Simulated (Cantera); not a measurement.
What does this Cantera script print?

```python
import numpy as np
import cantera as ct

gas = ct.Solution("gri30.yaml", transport_model="mixture-averaged")
show = ['CH3', 'C2H2', 'O']

rows = []
print(f"{'T/K':>7s}{'rho':>11s}{'cp':>10s}{'mu':>11s}{'lambda':>11s}{'Pr':>7s}" + "".join(f"{'D_' + s:>11s}" for s in show))
for T in [400, 650, 900, 1150, 1400, 1650, 1900, 2150]:
    gas.TPX = T, 101325, {'CO': 0.63, 'CH4': 0.38, 'CO2': 0.63}
    Pr = gas.cp_mass * gas.viscosity / gas.thermal_conductivity
    D = [gas.mix_diff_coeffs_mole[gas.species_index(s)] for s in show]
    rows.append([gas.density, gas.cp_mass, gas.viscosity, gas.thermal_conductivity, Pr, *D])
    print(f"{T:7g}{gas.density:11.4e}{gas.cp_mass:10.1f}{gas.viscosity:11.4e}"
          f"{gas.thermal_conductivity:11.4e}{Pr:7.3f}" + "".join(f"{d:11.4e}" for d in D))
print("SI units: kg/m3, J/kg/K, Pa s, W/m/K, m2/s")
```

Output:

```
    T/K        rho        cp         mu     lambda     Pr      D_CH3     D_C2H2        D_O
    400 9.5613e-01    1164.1 1.9741e-05 3.2534e-02  0.706 3.4103e-05 2.5212e-05 4.8846e-05
    650 5.8839e-01    1382.2 2.8674e-05 5.5364e-02  0.716 7.9940e-05 5.9949e-05 1.1253e-04
    900 4.2495e-01    1555.9 3.6142e-05 7.7606e-02  0.725 1.3936e-04 1.0518e-04 1.9478e-04
   1150 3.3257e-01    1686.8 4.2741e-05 9.8587e-02  0.731 2.1071e-04 1.5955e-04 2.9346e-04
   1400 2.7318e-01    1782.4 4.8755e-05 1.1827e-01  0.735 2.9294e-04 2.2222e-04 4.0720e-04
   1650 2.3179e-01    1853.4 5.4345e-05 1.3675e-01  0.737 3.8530e-04 2.9260e-04 5.3498e-04
   1900 2.0129e-01    1906.5 5.9609e-05 1.5414e-01  0.737 4.8723e-04 3.7028e-04 6.7605e-04
   2150 1.7789e-01    1947.3 6.4614e-05 1.7055e-01  0.738 5.9830e-04 4.5490e-04 8.2978e-04
SI units: kg/m3, J/kg/K, Pa s, W/m/K, m2/s
```

Detailed kinetics in Cantera: GRI-Mech 3.0 (53 species, 325 reactions). The composition is frozen, though it would react at the higher temperatures.
